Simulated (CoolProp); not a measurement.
Vapour-liquid equilibrium of CH2F2 (R32) (1) + isobutane (2) at 25.15 °C; x and y are mole fractions of (1).

Model: multi-fluid Helmholtz-energy mixture model, Tillner-Roth 1997 and Bücker 2006; pair parameters Bell 2016, in CoolProp.

Task: Give the bubble pressure and the first vapour's composition at x = 0.05, 0.75, 0.95. Is there an azeotrope?

Result: x = 0.05: 6.147 bar, y = 0.413; x = 0.75: 17.09 bar, y = 0.835; x = 0.95: 17.35 bar, y = 0.939. y crosses x between x = 0.85 and 0.95: the model has an azeotrope there.

The pair parameters rest on a limited set of measurements; away from them the model extrapolates. With so large a gap from Raoult's law the liquid may split in two, which this calculation doesn't test in full.
